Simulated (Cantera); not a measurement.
A closed system holds: 1 mol SiCl4, 3.8 mol HCl, 0.78 mol H2, at 1350 K and 1.00 bar.

Method: chemical equilibrium by Gibbs-energy minimisation in Cantera with the NASA 1993 tables (ideal gas, pure condensed phases). Candidate condensed phases: Si; 19 gas species. The tables' values for SiCl3 are old estimates; treat these amounts as uncertain. Equilibrium is a limit: real reactors are often held back by kinetics, nucleation or transport.

Base state: HCl 0.685, SiCl4 0.174, H2 0.136, SiCl3 0.00257, SiHCl3 0.00198, SiCl2 0.000189 (mole fractions); condensed: gas only.

Q: What changes in the equilibrium state with this change: H2 from 0.78 to 0.33 mol?

A: 
```
species    before     after
-------  --------  --------
HCl         0.685     0.743
SiCl4       0.174     0.192
H2          0.136    0.0624
SiCl2    0.000189   8.13e-5
SiHCl3    0.00198  0.000923
```
